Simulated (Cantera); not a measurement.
Feed: 1 mol CH3SiCl3, 0.013 mol C3H8, 2.8 mol H2, at 1375 K.

These are equilibrium values from Cantera (NASA tables, ideal gas, pure condensed phases), not measurements of a reactor. Candidate condensed phases: C, C6H6, C7H8, C8H18, Si, SiC; 109 gas species. The feed counts by its element totals alone. The tables' values for SiCl3 are old estimates; treat these amounts as uncertain. Equilibrium is a limit: real reactors are often held back by kinetics, nucleation or transport.

log p: log10 of the partial pressure in bar; n: condensed amount in mol.

| P (Pa) | log p H2 | log p HCl | log p SiCl4 | log p SiHCl3 | log p SiCl2 | log p SiCl3 | n C(graphite) | n SiC(s) |
|---|---|---|---|---|---|---|---|---|
| 100 | -3.30 | -3.30 | -6.30 | -7.49 | -5.21 | -6.09 | 0.0827 | 0.956 |
| 240 | -2.92 | -2.93 | -5.55 | -6.74 | -4.84 | -5.53 | 0.0886 | 0.950 |
| 560 | -2.55 | -2.56 | -4.85 | -6.03 | -4.49 | -5.00 | … | 0.940 |
| 1300 | -2.18 | -2.21 | -4.17 | -5.33 | -4.15 | -4.49 | … | 0.921 |
| 3200 | -1.77 | -1.84 | -3.48 | -4.62 | -3.81 | -3.98 | … | 0.889 |
| 7500 | -1.39 | -1.49 | -2.88 | -3.97 | -3.51 | -3.52 | … | 0.845 |
| 18000 | -0.99 | -1.15 | -2.31 | -3.35 | -3.22 | -3.10 | … | 0.788 |
| 42000 | -0.60 | -0.83 | -1.80 | -2.77 | -2.96 | -2.71 | … | 0.725 |
| 100000 | -0.20 | -0.51 | -1.31 | -2.20 | -2.72 | -2.35 | … | 0.659 |

Complete the blanks.


- 560, n C(graphite): 0.0991
- 1300, n C(graphite): 0.118
- 3200, n C(graphite): 0.150
- 7500, n C(graphite): 0.194
- 18000, n C(graphite): 0.250
- 42000, n C(graphite): 0.309
- 100000, n C(graphite): 0.369
